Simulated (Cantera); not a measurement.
An isothermal, constant-pressure homogeneous reactor starts with CH₄ : H₂ : CO₂ = 0.013 : 1 : 0.029 (molar parts), at 2398 K and 0.140 bar.

Computed with Cantera and GRI-Mech 3.0 (53 species, 325 reactions).

x: mole fraction; the columns are a selection and need not sum to one.

```json
[
 {"t (s)": "7.00e-6", "x CH₄": "0.0123", "x H₂": "0.959", "x CO₂": "0.0278", "x H": "0.000458", "x O": "1.39e-9", "x CH₂": "1.01e-7", "x O₂": "<1e-12"},
 {"t (s)": "2.69e-5", "x CH₄": "0.0120", "x H₂": "0.958", "x CO₂": "0.0275", "x H": "0.00183", "x O": "4.80e-9", "x CH₂": "1.28e-6", "x O₂": "1.09e-11"},
 {"t (s)": "0.000104", "x CH₄": "0.0108", "x H₂": "0.949", "x CO₂": "0.0231", "x H": "0.00677", "x O": "7.01e-8", "x CH₂": "1.44e-5", "x O₂": "2.35e-10"},
 {"t (s)": "0.000399", "x CH₄": "…", "x H₂": "0.920", "x CO₂": "…", "x H": "…", "x O": "…", "x CH₂": "…", "x O₂": "…"},
 {"t (s)": "0.00154", "x CH₄": "0.00112", "x H₂": "0.914", "x CO₂": "0.000133", "x H": "0.0264", "x O": "2.44e-6", "x CH₂": "2.52e-5", "x O₂": "2.70e-8"},
 {"t (s)": "0.00592", "x CH₄": "0.000356", "x H₂": "0.912", "x CO₂": "0.000124", "x H": "0.0318", "x O": "2.91e-6", "x CH₂": "1.22e-5", "x O₂": "2.62e-8"},
 {"t (s)": "0.0228", "x CH₄": "3.74e-5", "x H₂": "0.909", "x CO₂": "0.000105", "x H": "0.0371", "x O": "3.02e-6", "x CH₂": "1.76e-6", "x O₂": "2.04e-8"},
 {"t (s)": "0.0877", "x CH₄": "2.03e-10", "x H₂": "0.907", "x CO₂": "0.000104", "x H": "0.0404", "x O": "3.51e-6", "x CH₂": "1.16e-11", "x O₂": "2.32e-8"},
 {"t (s)": "0.337", "x CH₄": "1.91e-10", "x H₂": "0.907", "x CO₂": "0.000104", "x H": "0.0404", "x O": "3.51e-6", "x CH₂": "1.09e-11", "x O₂": "2.32e-8"},
 {"t (s)": "1.30", "x CH₄": "1.91e-10", "x H₂": "0.907", "x CO₂": "0.000104", "x H": "0.0404", "x O": "3.51e-6", "x CH₂": "1.09e-11", "x O₂": "2.32e-8"},
 {"t (s)": "5.00", "x CH₄": "1.91e-10", "x H₂": "0.907", "x CO₂": "0.000104", "x H": "0.0404", "x O": "3.51e-6", "x CH₂": "1.09e-11", "x O₂": "2.32e-8"}
]
```

Task: Complete the blanks.

Result: 
- 0.000399, x CH₄: 0.00618
- 0.000399, x CO₂: 0.00310
- 0.000399, x H: 0.0183
- 0.000399, x O: 1.17e-6
- 0.000399, x CH₂: 5.84e-5
- 0.000399, x O₂: 1.18e-8
